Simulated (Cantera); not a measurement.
Feed: 1 mol SiCl₄, 21 mol NH₃, at 750 Torr.

These are equilibrium values from Cantera (NASA tables, ideal gas, pure condensed phases), not measurements of a reactor. Candidate condensed phases: NH₄Cl, Si, Si₃N₄; 28 gas species. Gases not in the tables: Si₂H₆ and higher silanes. Equilibrium is a limit: real reactors are often held back by kinetics, nucleation or transport.

**Question.** What share of the Si ends up in condensed phases as a function of T (K), at 773, 923, 1073, 1223, 1373, 1523, 1673, 1823, 1973?

**Answer.** 
```tsv
T (K)	Si condensed (%)	as
773	98.2	Si₃N₄(s)
923	99.2	Si₃N₄(s)
1073	99.5	Si₃N₄(s)
1223	99.7	Si₃N₄(s)
1373	99.6	Si₃N₄(s)
1523	98.7	Si₃N₄(s)
1673	94.3	Si₃N₄(s)
1823	79.9	Si₃N₄(s)
1973	51.2	Si₃N₄(s)
```
